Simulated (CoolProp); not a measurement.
Vapour-liquid equilibrium of R143a (1) + n-butane (2) at 300 K; x and y are mole fractions of (1).

The numbers come from the multi-fluid Helmholtz-energy mixture model, Lemmon and Jacobsen 2000 and Bücker 2006; pair parameters Bell 2016 in CoolProp.

Question: Give the bubble pressure and the first vapour's composition at x = 0.05, 0.15, 0.45. Is there an azeotrope?

Answer: x = 0.05: 0.4175 MPa, y = 0.382; x = 0.15: 0.6487 MPa, y = 0.610; x = 0.45: 0.9810 MPa, y = 0.772. No azeotrope shows between x = 0.05 and 0.95.

The pair parameters rest on a limited set of measurements; away from them the model extrapolates. With so large a gap from Raoult's law the liquid may split in two, which this calculation doesn't test in full.
